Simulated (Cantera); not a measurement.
What does this Cantera script print?

```python
import numpy as np
import cantera as ct

gas_names = """
    CL CL2 H HCL H2
""".split()
cond_names = """

""".split()


# ... load() reads the species with a 1 bar reference pressure and builds the phases ...
atoms = {
    'HCl': {'H': 1, 'CL': 1},
    'H2': {'H': 2},
}
top_T = {}  # K; cautious upper limits of use, not melting points


# ... equilibrate(T, P, feed) seeds the gas with the atoms and calls Mixture.equilibrate('TP', solver="vcs", rtol=1e-11, max_steps=5000) ...
results = []
feed = {'HCl': 1, 'H2': 8}  # mol
P = 18  # Pa
for T in [1348, 1398, 1448, 1498, 1548, 1598, 1648, 1698, 1748, 1798, 1848, 1898, 1948]:
    mix = equilibrate(T, P, feed)
    results.append((T, P, feed, dict(zip(mix.species_names, mix.species_moles))))
    x = sorted(zip(gas.X, gas.species_names), reverse=True)
    print(f"T = {T:g} K  P = {P:g} Pa  gas = {mix.phase_moles(0):.4g} mol")
    print("   x: " + "  ".join(f"{s} {v:.3e}" for v, s in x if v > 1e-05))
    print("   condensed (mol): " + ("  ".join(f"{mix.phase(i).name} {mix.phase_moles(i):.4g}"
          for i in range(1, mix.n_phases) if mix.phase_moles(i) > 1e-12) or "none"))
```

It prints:

```
T = 1348 K  P = 18 Pa  gas = 9.001 mol
   x: H2 8.887e-01  HCL 1.111e-01  H 1.626e-04  CL 1.694e-05
   condensed (mol): none
T = 1398 K  P = 18 Pa  gas = 9.002 mol
   x: H2 8.886e-01  HCL 1.111e-01  H 3.325e-04  CL 3.423e-05
   condensed (mol): none
T = 1448 K  P = 18 Pa  gas = 9.003 mol
   x: H2 8.883e-01  HCL 1.110e-01  H 6.475e-04  CL 6.593e-05
   condensed (mol): none
T = 1498 K  P = 18 Pa  gas = 9.006 mol
   x: H2 8.878e-01  HCL 1.109e-01  H 1.207e-03  CL 1.216e-04
   condensed (mol): none
T = 1548 K  P = 18 Pa  gas = 9.011 mol
   x: H2 8.869e-01  HCL 1.108e-01  H 2.161e-03  CL 2.156e-04
   condensed (mol): none
T = 1598 K  P = 18 Pa  gas = 9.018 mol
   x: H2 8.854e-01  HCL 1.105e-01  H 3.733e-03  CL 3.687e-04
   condensed (mol): none
T = 1648 K  P = 18 Pa  gas = 9.031 mol
   x: H2 8.830e-01  HCL 1.101e-01  H 6.237e-03  CL 6.100e-04
   condensed (mol): none
T = 1698 K  P = 18 Pa  gas = 9.05 mol
   x: H2 8.794e-01  HCL 1.095e-01  H 1.011e-02  CL 9.789e-04
   condensed (mol): none
T = 1748 K  P = 18 Pa  gas = 9.079 mol
   x: H2 8.739e-01  HCL 1.086e-01  H 1.592e-02  CL 1.527e-03
   condensed (mol): none
T = 1798 K  P = 18 Pa  gas = 9.122 mol
   x: H2 8.660e-01  HCL 1.073e-01  H 2.442e-02  CL 2.317e-03
   condensed (mol): none
T = 1848 K  P = 18 Pa  gas = 9.183 mol
   x: H2 8.546e-01  HCL 1.055e-01  H 3.653e-02  CL 3.427e-03
   condensed (mol): none
T = 1898 K  P = 18 Pa  gas = 9.27 mol
   x: H2 8.388e-01  HCL 1.029e-01  H 5.336e-02  CL 4.943e-03
   condensed (mol): none
T = 1948 K  P = 18 Pa  gas = 9.39 mol
   x: H2 8.174e-01  HCL 9.954e-02  H 7.615e-02  CL 6.953e-03
   condensed (mol): none
```

These are equilibrium values from Cantera (NASA tables, ideal gas, pure condensed phases), not measurements of a reactor.
